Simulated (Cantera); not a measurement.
Charge: 1 mol Fe₂O₃, 0.94 mol SO₃, 5.6 mol N₂, at 1330 Pa.

Equilibrium computed with Cantera from the NASA thermochemical tables; the gas is ideal and each condensed phase is pure. Candidate condensed phases: Fe, FeO, FeS, FeSO₄, FeS₂, Fe₂O₃, Fe₂(SO₄)₃, Fe₃O₄, S; 19 gas species. The numbers say what is thermodynamically allowed, not how fast it happens.

x: gas mole fraction; n: condensed amount in mol.

```tsv
T (K)	x N₂	x SO₂	x O₂	x SO₃	x NO	x O	x SO	n Fe₂O₃(s)	n Fe₃O₄(s)
900	0.807	0.114	0.0572	0.0211	4.87e-6	1.12e-11	<1e-12	1.00	0
1000	0.802	0.128	0.0639	0.00674	1.74e-5	3.44e-10	8.40e-12	1.00	0
1100	0.800	0.132	0.0659	0.00243	4.80e-5	5.55e-9	2.33e-10	1.00	0
1200	0.799	0.133	0.0665	0.00102	0.000111	5.60e-8	3.68e-9	1.00	0
1300	0.799	0.134	0.0667	0.000487	0.000225	3.96e-7	3.79e-8	1.00	0
1400	0.799	0.134	0.0667	0.000258	0.000411	2.12e-6	2.80e-7	1.00	0
1500	0.780	0.131	0.0882	[?]	[?]	[?]	[?]	0	0.667
1600	0.780	0.131	0.0880	[?]	[?]	[?]	[?]	0	0.667
1700	0.779	0.131	0.0877	6.82e-5	0.00186	0.000115	2.32e-5	0	0.667
1800	0.779	0.131	0.0872	4.69e-5	0.00266	0.000311	7.60e-5	0	0.667
```

**Question.** Some entries are withheld; supply them.

**Answer.** 
- 1600, x SO₃: 0.000104
- 1600, x NO: 0.00125
- 1600, x O: 3.73e-5
- 1600, x SO: 6.09e-6
- 1500, x SO₃: 0.000168
- 1500, x NO: 0.000789
- 1500, x O: 1.04e-5
- 1500, x SO: 1.34e-6
